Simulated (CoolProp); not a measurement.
A simple Rankine cycle with neopentane: condensing at 309.15 K, boiler at 2.11 MPa, turbine inlet 423.1 K, turbine efficiency 0.6, pump efficiency 0.7, no recuperator. Each further row changes one setting.

The numbers come from the reference Helmholtz-energy equation of state, Lemmon 2006 in CoolProp. It is a short technical equation, of lower accuracy than the large ones.

```tsv
case	thermal efficiency (%)	net work (kJ/kg)	heat in (kJ/kg)	turbine exit temperature (K)	volume ratio over the turbine
as stated	9.6	45.6	475	378.2	11.0
turbine inlet 443.1 K	9.5	50.1	530	401.7	10.3
condensing temperature 301.15 K	10.4	51.3	494	374.8	14.1
boiler pressure 1.48 MPa	8.4	41.9	497	390.3	6.83
turbine efficiency 0.5	7.8	37.2	475	382.1	11.2
```
